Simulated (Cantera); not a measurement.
What does this Cantera script print?

```python
import numpy as np
import cantera as ct

gas = ct.Solution("gri30.yaml")
gas.TPX = 1625, 36000, {'NO': 1, 'N2': 1.5}
reactor = ct.IdealGasConstPressureReactor(gas, energy="off", clone=False)
net = ct.ReactorNet([reactor])
net.rtol, net.atol = 1e-08, 1e-18
show = ['NO', 'N2O', 'N2', 'O', 'NO2']
times = np.geomspace(2e-06, 50, 11)

steps = ct.SolutionArray(gas, extra=["t"])
rows = []
print(f"{'t/s':>10s}{'T/K':>9s}{'P/Pa':>11s}" + "".join(f"{s:>11s}" for s in show))
for t in times:
    while net.time < t:
        t_next = net.step()
        steps.append(gas.state, t=t_next)
    rows.append([np.interp(t, steps.t, y) for y in (steps.T, steps.P, *steps(*show).X.T)])
    print(f"{t:10.3e}{rows[-1][0]:9.1f}{rows[-1][1]:11.4g}" + "".join(f"{x:11.3e}" for x in rows[-1][2:]))
rate = np.gradient(steps.T, steps.t)
print("integrator steps:", len(steps.t))
if steps.T.max() > steps.T[0] + 200:
    print(f"time of steepest temperature rise: {steps.t[rate.argmax()]:.4e} s")
gas.TPX = 1625, 36000, {'NO': 1, 'N2': 1.5}
gas.equilibrate("TP")
print(f"equilibrium (TP): T = {gas.T:.1f} K  " + "  ".join(f"{s} {gas[s].X[0]:.3e}" for s in show))
```

Result:

```
       t/s      T/K       P/Pa         NO        N2O         N2          O        NO2
 2.000e-06   1625.0    3.6e+04  4.000e-01  4.692e-09  6.000e-01  4.650e-09  4.194e-11
 1.099e-05   1625.0    3.6e+04  4.000e-01  2.577e-08  6.000e-01  2.455e-08  1.228e-09
 6.034e-05   1625.0    3.6e+04  4.000e-01  1.414e-07  6.000e-01  1.096e-07  3.211e-08
 3.314e-04   1625.0    3.6e+04  4.000e-01  7.724e-07  6.000e-01  2.564e-07  5.260e-07
 1.821e-03   1625.0    3.6e+04  4.000e-01  4.118e-06  6.000e-01  3.410e-07  4.058e-06
 1.000e-02   1625.0    3.6e+04  3.999e-01  1.930e-05  6.000e-01  7.392e-07  2.526e-05
 5.493e-02   1625.0    3.6e+04  3.997e-01  5.157e-05  6.001e-01  1.853e-06  9.511e-05
 3.017e-01   1625.0    3.6e+04  3.985e-01  5.733e-05  6.007e-01  2.153e-06  1.137e-04
 1.657e+00   1625.0    3.6e+04  3.921e-01  5.533e-05  6.039e-01  2.847e-06  1.532e-04
 9.103e+00   1625.0    3.6e+04  3.600e-01  4.618e-05  6.199e-01  5.023e-06  2.602e-04
 5.000e+01   1625.0    3.6e+04  2.445e-01  2.092e-05  6.777e-01  9.272e-06  3.362e-04
integrator steps: 865
equilibrium (TP): T = 1625.0 K  NO 2.118e-03  N2O 7.594e-08  N2 7.989e-01  O 1.456e-05  NO2 4.651e-06
```

Model: GRI-Mech 3.0 (53 species, 325 reactions), integrated in Cantera.
